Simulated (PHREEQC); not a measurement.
1 kg of water holding 0.1 mol/kgw KCl, 0.013 mol/kgw CaCl2, 0.022 mol/kgw MgCl2 and 0.06 mol/kgw SrCl2 is evaporated at 25 °C; the solids stay in contact with the brine. No CO2 enters from the air. Solids allowed: Bischofite, Brucite, Carnallite, Portlandite, Sylvite, MgCl2_4H2O. Others were left out.

Equilibrium calculation in PHREEQC: Pitzer model, pitzer.dat.

Predict ionic strength at water left (kg) = 0.6755, 0.5552, 0.375, 0.2533, 0.09502.


| water left (kg) | ionic strength |
|---|---|
| 0.6755 | 0.570 |
| 0.5552 | 0.693 |
| 0.375 | 1.03 |
| 0.2533 | 1.52 |
| 0.09502 | 4.05 |

Species that the database lacks are ignored.
